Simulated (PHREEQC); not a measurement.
Make-up at 20 °C: 91 mmol/kgw NH4HSO4. Closed to the air; pH follows from the charge balance.

Equilibrium calculation in PHREEQC: ion-association model, wateq4f.dat.

Each row changes one thing in this solution. No solid was allowed to form.

```json
[
 {"case": "as made", "pH": "1.44", "ionic strength (mol/kgw)": "0.159", "NH4+ (mol/kgw)": "0.0798", "NH3 (mol/kgw)": "6.63e-10"},
 {"case": "NH4HSO4 from 0.091 to 0.455 mol/kgw", "pH": "0.89", "ionic strength (mol/kgw)": "0.627", "NH4+ (mol/kgw)": "0.369", "NH3 (mol/kgw)": "8.39e-10"},
 {"case": "temperature from 20 to 70 °C", "pH": "1.64", "ionic strength (mol/kgw)": "0.134", "NH4+ (mol/kgw)": "0.0838", "NH3 (mol/kgw)": "2.41e-8"},
 {"case": "0.02 mol/kgw Ca(OH)2 added", "pH": "1.74", "ionic strength (mol/kgw)": "0.175", "NH4+ (mol/kgw)": "0.0780", "NH3 (mol/kgw)": "1.29e-9"},
 {"case": "temperature from 20 to 80 °C", "pH": "1.69", "ionic strength (mol/kgw)": "0.130", "NH4+ (mol/kgw)": "0.0846", "NH3 (mol/kgw)": "4.53e-8"},
 {"case": "NH4HSO4 from 0.091 to 0.91 mol/kgw", "pH": "0.62", "ionic strength (mol/kgw)": "1.15", "NH4+ (mol/kgw)": "0.706", "NH3 (mol/kgw)": "9.63e-10"},
 {"case": "NH4HSO4 replaced by NH4BF4 at the same molality", "pH": "2.72", "ionic strength (mol/kgw)": "0.0933", "NH4+ (mol/kgw)": "0.0910", "NH3 (mol/kgw)": "1.50e-8"},
 {"case": "temperature from 20 to 10 °C", "pH": "1.41", "ionic strength (mol/kgw)": "0.163", "NH4+ (mol/kgw)": "0.0791", "NH3 (mol/kgw)": "2.89e-10"},
 {"case": "0.03 mol/kgw LiF added", "pH": "1.65", "ionic strength (mol/kgw)": "0.176", "NH4+ (mol/kgw)": "0.0779", "NH3 (mol/kgw)": "1.04e-9"}
]
```

The ionic strength passes 0.7 mol/kgw, the rough limit of the ion-association models, in NH4HSO4 from 0.091 to 0.91 mol/kgw. Some of these states are supersaturated (in Gypsum, for instance). wateq4f.dat counts part of the HF as a dimer, H2F2, which phreeqc.dat doesn't know; its constant is uncertain. Constants without temperature data keep their 25 °C values here.
